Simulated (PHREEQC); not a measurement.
1 kg of water holding 0.18 mol/kgw KOH meets 20 L of dry gas (CO2 0.6, H2S 0.4 by moles) at fixed total pressure, at 25 °C; fugacities by Peng-Robinson. The gases take part in no redox reaction, some water evaporates into the gas, and hydrates or a liquid gas phase aren't modelled. No solid was allowed to form.

Model: ion-association model, phreeqc.dat, run in PHREEQC.

Predict dissolved CO2 (all carbonate carbon) (mol/kgw), dissolved H2S (mol/kgw) at P (atm) = 1, 2, 5, 7.5, 15.


```tsv
P (atm)	dissolved CO2 (all carbonate carbon) (mol/kgw)	dissolved H2S (mol/kgw)
1	0.142	0.0898
2	0.163	0.120
5	0.222	0.212
7.5	0.268	0.285
15	0.398	0.484
```

Complexes and solids missing from the database can't appear.
